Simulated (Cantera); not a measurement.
Input (Python, Cantera) and output of one run.

```python
import numpy as np
import cantera as ct

gas_names = """
    C CH CH2 CH3 CH2OH CH3O CH4 CH3OH CN CO CO2 COOH C2 C2H CHCO,ketyl C2H2,acetylene C2H2,vinylidene
    CH2CO,ketene C2H3,vinyl CH3CN CH3CO,acetyl C2H4 C2H4O,ethylen CH3CHO,ethanal CH3COOH (HCOOH)2 C2H5
    C2H6 CH3OCH3 C2H5OH CCN CNC C2N2 C2O C3 C3H3,propargyl C3H4,allene C3H4,propyne C3H4,cyclo-
    C3H5,allyl C3H6,propylene C3H6,cyclo- C3H6O C3H7,n-propyl C3H7,i-propyl C3H8 C3H8O,1propanol
    C3H8O,2propanol C3O2 C4 C4H2 C4H4,1,3-cyclo- C4H6,butadiene C4H6,2-butyne C4H6,cyclo- C4H8,1-butene
    C4H8,cis2-buten C4H8,tr2-butene C4H8,isobutene C4H8,cyclo- (CH3COOH)2 C4H9,n-butyl C4H9,i-butyl
    C4H9,s-butyl C4H9,t-butyl C4H10,isobutane C4H10,n-butane C4N2 C5 C5H6,1,3cyclo- C5H8,cyclo-
    C5H10,1-pentene C5H10,cyclo- C5H11,pentyl C5H11,t-pentyl C5H12,n-pentane C5H12,i-pentane
    CH3C(CH3)2CH3 C6H2 C6H5,phenyl C6H5O,phenoxy C6H6 C6H5OH,phenol C6H10,cyclo- C6H12,1-hexene
    C6H12,cyclo- C6H13,n-hexyl C7H7,benzyl C7H8 C7H8O,cresol C7H14,1-heptene C7H15,n-heptyl
    C7H16,n-heptane C8H8,styrene C8H10,ethylbenz C8H16,1-octene C8H17,n-octyl C8H18,isooctane
    C8H18,n-octane C9H19,n-nonyl C10H8,naphthale C10H21,n-decyl C12H9,o-bipheny C12H10,bipheny Cu CuO
    Cu2 H HCN HCO HCCN HNC HNCO HNO HNO2 HNO3 HO2 H2 HCHO,formaldehy HCOOH H2O H2O2 N NCO NH NH2 NH3
    NH2OH NO NO2 NO3 N2 N2H2 N2H4 N2O O OH O2 O3
""".split()
cond_names = """
    C(gr) C6H6(L) C7H8(L) C8H18(L),n-octa Cu(cr) Cu(L) CuO(s) CuO2H2(s) Cu2O(s) Cu2O(L) H2O(s) H2O(L)
""".split()


def load(file, names, dense=False):
    # The tables refer to 1 bar. Condensed volumes are neglected.
    table = {s.name: s for s in ct.Species.list_from_file(file)}
    out = []
    for n in names:
        d = dict(table[n].input_data)
        d["thermo"] = dict(d["thermo"], **{"reference-pressure": 1e5})
        if dense:
            d["equation-of-state"] = {"model": "constant-volume", "density": "1e6 g/cm^3"}
        out.append(ct.Species.from_dict(d))
    return out


gas = ct.Solution(thermo="ideal-gas", species=load("nasa_gas.yaml", gas_names))
cond = {s.name: ct.Solution(thermo="fixed-stoichiometry", species=[s], name=s.name)
        for s in load("nasa_condensed.yaml", cond_names, dense=True)}
atoms = {
    'CuO': {'Cu': 1, 'O': 1},
    'CH4': {'C': 1, 'H': 4},
    'N2': {'N': 2},
}
top_T = {'C(gr)': 4500, 'CuO(s)': 1390}  # K; cautious upper limits of use, not melting points


def equilibrate(T, P, feed):
    n = {}
    for name, mol in feed.items():
        for a, k in atoms[name].items():
            n[a] = n.get(a, 0.0) + k * mol
    gas.TPX = T, P, n
    mass = sum(n.values()) * gas.mean_molecular_weight
    gas.equilibrate("TP")
    valid = [c for c in cond.values() if c.min_temp <= T <= top_T.get(c.name, c.max_temp)]
    mix = ct.Mixture([(gas, mass / gas.mean_molecular_weight)] + [(c, 0.0) for c in valid])
    mix.T, mix.P = T, P
    mix.equilibrate("TP", solver="vcs", rtol=1e-11, max_steps=5000)
    return mix


results = []
T = 1323.15  # K
P = 550  # Pa
for m in [0.61, 0.75, 0.92, 1.1, 1.4, 1.7, 2.1, 2.5, 3.1, 3.8, 4.7]:
    feed = {'CuO': 1, 'CH4': m, 'N2': 13}  # mol
    mix = equilibrate(T, P, feed)
    results.append((T, P, feed, dict(zip(mix.species_names, mix.species_moles))))
    x = sorted(zip(gas.X, gas.species_names), reverse=True)
    print(f"T = {T:g} K  P = {P:g} Pa  n(CH4) = {m:g} mol  gas = {mix.phase_moles(0):.4g} mol")
    print("   x: " + "  ".join(f"{s} {v:.3e}" for v, s in x if v > 1e-05))
    print("   condensed (mol): " + ("  ".join(f"{mix.phase(i).name} {mix.phase_moles(i):.4g}"
          for i in range(1, mix.n_phases) if mix.phase_moles(i) > 1e-12) or "none"))
```

Output:

```
T = 1323.15 K  P = 550 Pa  n(CH4) = 0.61 mol  gas = 14.83 mol
   x: N2 8.766e-01  H2 6.209e-02  CO 3.500e-02  H2O 2.017e-02  CO2 6.127e-03  Cu 4.897e-05
   condensed (mol): Cu(cr) 0.9993
T = 1323.15 K  P = 550 Pa  n(CH4) = 0.75 mol  gas = 15.25 mol
   x: N2 8.524e-01  H2 8.561e-02  CO 4.553e-02  H2O 1.274e-02  CO2 3.651e-03  Cu 4.897e-05
   condensed (mol): Cu(cr) 0.9993
T = 1323.15 K  P = 550 Pa  n(CH4) = 0.92 mol  gas = 15.76 mol
   x: N2 8.248e-01  H2 1.128e-01  CO 5.728e-02  H2O 3.985e-03  CO2 1.091e-03  Cu 4.897e-05
   condensed (mol): Cu(cr) 0.9992
T = 1323.15 K  P = 550 Pa  n(CH4) = 1.1 mol  gas = 16.2 mol
   x: N2 8.024e-01  H2 1.357e-01  CO 6.172e-02  HCN 8.465e-05  Cu 4.897e-05
   condensed (mol): C(gr) 0.09861  Cu(cr) 0.9992
T = 1323.15 K  P = 550 Pa  n(CH4) = 1.4 mol  gas = 16.8 mol
   x: N2 7.737e-01  H2 1.666e-01  CO 5.952e-02  HCN 9.209e-05  Cu 4.897e-05
   condensed (mol): C(gr) 0.3984  Cu(cr) 0.9992
T = 1323.15 K  P = 550 Pa  n(CH4) = 1.7 mol  gas = 17.4 mol
   x: N2 7.470e-01  H2 1.953e-01  CO 5.747e-02  HCN 9.798e-05  Cu 4.897e-05
   condensed (mol): C(gr) 0.6983  Cu(cr) 0.9991
T = 1323.15 K  P = 550 Pa  n(CH4) = 2.1 mol  gas = 18.2 mol
   x: N2 7.142e-01  H2 2.307e-01  CO 5.494e-02  HCN 1.041e-04  Cu 4.897e-05  H 1.029e-05
   condensed (mol): C(gr) 1.098  Cu(cr) 0.9991
T = 1323.15 K  P = 550 Pa  n(CH4) = 2.5 mol  gas = 19 mol
   x: N2 6.841e-01  H2 2.631e-01  CO 5.263e-02  HCN 1.088e-04  Cu 4.897e-05  H 1.099e-05
   condensed (mol): C(gr) 1.498  Cu(cr) 0.9991
T = 1323.15 K  P = 550 Pa  n(CH4) = 3.1 mol  gas = 20.2 mol
   x: N2 6.435e-01  H2 3.068e-01  CO 4.950e-02  HCN 1.140e-04  Cu 4.897e-05  H 1.187e-05
   condensed (mol): C(gr) 2.098  Cu(cr) 0.999
T = 1323.15 K  P = 550 Pa  n(CH4) = 3.8 mol  gas = 21.6 mol
   x: N2 6.018e-01  H2 3.518e-01  CO 4.629e-02  HCN 1.180e-04  Cu 4.897e-05  H 1.271e-05
   condensed (mol): C(gr) 2.797  Cu(cr) 0.9989
T = 1323.15 K  P = 550 Pa  n(CH4) = 4.7 mol  gas = 23.4 mol
   x: N2 5.555e-01  H2 4.016e-01  CO 4.273e-02  HCN 1.211e-04  Cu 4.897e-05  H 1.358e-05
   condensed (mol): C(gr) 3.697  Cu(cr) 0.9989
```

Equilibrium computed with Cantera from the NASA thermochemical tables; the gas is ideal and each condensed phase is pure.
